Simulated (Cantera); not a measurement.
Input (Python, Cantera):

```python
import numpy as np
import cantera as ct

gas = ct.Solution("h2o2.yaml")
gas.TPX = 573, 10000, {'H2': 1, 'O2': 0.208, 'N2': 0.583}
flame = ct.FreeFlame(gas, width=0.2)
flame.set_refine_criteria(ratio=3, slope=0.08, curve=0.16)
flame.transport_model = "mixture-averaged"
flame.solve(loglevel=0, auto=True)
z, T = flame.grid, flame.T
thick = (T[-1] - T[0]) / np.gradient(T, z).max()
show = ['H2', 'O2', 'OH', 'H2O', 'O', 'H']
print(f"laminar burning velocity  {flame.velocity[0] * 100:.3f} cm/s")
print(f"burnt temperature         {T[-1]:.1f} K")
print(f"thermal thickness         {thick * 1e3:.4f} mm")
print(f"grid points               {len(z)}")
z0 = z[flame.heat_release_rate.argmax()]
print(f"{'z/mm':>9s}{'T/K':>9s}{'u/(m/s)':>9s}" + "".join(f"{s:>11s}" for s in show))
rows = []
for k in (-3, -2, -1.5, -1, -0.5, -0.25, 0, 0.25, 0.5, 1, 2, 4, 8):
    zz = z0 + k * thick
    rows.append([k * thick, np.interp(zz, z, T), np.interp(zz, z, flame.velocity),
                 *(np.interp(zz, z, flame.X[gas.species_index(s)]) for s in show)])
    print(f"{rows[-1][0] * 1e3:9.3f}{rows[-1][1]:9.1f}{rows[-1][2]:9.3f}" + "".join(f"{x:11.3e}" for x in rows[-1][3:]))
```

Output:

```
laminar burning velocity  679.621 cm/s
burnt temperature         2253.9 K
thermal thickness         8.5273 mm
grid points               142
     z/mm      T/K  u/(m/s)         H2         O2         OH        H2O          O          H
  -25.582    573.0    6.796  5.583e-01  1.161e-01  2.969e-18  2.122e-15  5.588e-17  8.558e-15
  -17.055    573.0    6.796  5.583e-01  1.161e-01  6.729e-15  1.146e-12  1.145e-13  2.178e-11
  -12.791    573.0    6.796  5.583e-01  1.161e-01  5.931e-13  7.583e-11  9.034e-12  2.014e-09
   -8.527    573.0    6.796  5.583e-01  1.161e-01  5.979e-10  4.738e-08  2.309e-09  5.669e-07
   -4.264    584.6    6.923  5.565e-01  1.160e-01  2.495e-05  7.346e-04  9.932e-06  6.862e-04
   -2.132    712.2    8.325  5.301e-01  1.123e-01  1.943e-04  1.218e-02  2.250e-04  1.434e-02
    0.000   1080.0   12.309  3.738e-01  6.089e-02  1.684e-03  1.203e-01  4.022e-03  1.015e-01
    2.132   1310.4   14.881  2.718e-01  4.232e-03  2.160e-03  2.310e-01  1.837e-03  1.492e-01
    4.264   1393.5   15.742  2.717e-01  6.299e-04  2.450e-03  2.394e-01  1.201e-03  1.430e-01
    8.527   1492.3   16.738  2.813e-01  4.834e-04  3.062e-03  2.408e-01  1.219e-03  1.290e-01
   17.055   1611.0   17.907  2.934e-01  4.392e-04  3.718e-03  2.425e-01  1.168e-03  1.116e-01
   34.109   1740.4   19.150  3.065e-01  3.566e-04  4.207e-03  2.448e-01  9.994e-04  9.226e-02
   68.218   1870.6   20.367  3.196e-01  2.547e-04  4.338e-03  2.478e-01  7.481e-04  7.269e-02
```

Cantera simulation using the H2/O2 subset of GRI-Mech 3.0, which has no nitrogen chemistry; the numbers are that mechanism's predictions, not measurements. Burning velocities carry a grid error of a few per cent, more on coarse grids.
